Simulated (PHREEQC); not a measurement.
TMAH is added in steps, without added water, to 1 kg of water holding 8.8 mmol/kgw CuCl2, 0.12 mmol/kgw HBF4 and 0.33 mmol/kgw NaCl, at 20 °C. O2 is buffered at 0.21 atm. The system is closed to CO2. Solids allowed: Cu(OH)2, Atacamite, Halite, CuF2:2H2O. Others were left out.

Base run: PHREEQC, ion-association model, wateq4f.dat. Each further column changes one thing. The table gives pH.

| TMAH added (mol) | base | Davies equation for every ion | metal-ligand complexes left out | all activity coefficients set to 1 |
|---|---|---|---|---|
| 0 | 3.50 | 3.51 | 3.51 | 3.47 |
| 0.002812 | 4.73 | 4.74 | 4.73 | 4.56 |
| 0.005625 | 4.82 | 4.83 | 4.81 | 4.65 |
| 0.008438 | 4.94 | 4.95 | 4.94 | 4.78 |
| 0.01125 | 5.16 | 5.17 | 5.16 | 5.01 |
| 0.01406 | 8.18 | 8.18 | 8.18 | 8.23 |
| 0.01594 | 8.23 | 8.23 | 8.23 | 8.29 |
| 0.01875 | 10.85 | 10.85 | 10.85 | 10.91 |
| 0.02156 | 11.63 | 11.63 | 11.63 | 11.70 |
| 0.02438 | 11.89 | 11.89 | 11.89 | 11.96 |
| 0.02719 | 12.05 | 12.05 | 12.05 | 12.12 |
| 0.03 | 12.17 | 12.17 | 12.17 | 12.24 |

(CH3)4N+ isn't in the database: it is added as a free cation with an ion size of 4 Å. Real BF4- forms and hydrolyses slowly; the run takes it at equilibrium. The database's constant for dissolved Cu(OH)2 is higher than later reviews accept.
